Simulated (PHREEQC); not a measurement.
Synthetic water in mg/L, 30 °C, pH 6.24, pe 10.6:

```
constituent         mg/L
------------------  ----
Na                   334
K                   0.59
Ca                  34.3
Mg                  53.5
Cl                  78.8
S(6) as SO4          302
Alkalinity as HCO3   303
F                   1.68
```

Valence states are taken as typed.

Model: ion-association model, phreeqc.dat, run in PHREEQC.

This is a speciation only: nothing precipitates in the calculation.

Task: Estimate the ionic strength, charge-balance error, specific conductance.

Result: ionic strength 0.0209 mol/kgw; charge-balance error 22.3 %; specific conductance 1750 µS/cm.

Task: In which forms is S present?

Result: SO4-2 81 %, MgSO4 13 %, CaSO4 3.5 %, NaSO4- 3.4 % of the S.

Complexes and solids missing from the database can't appear.
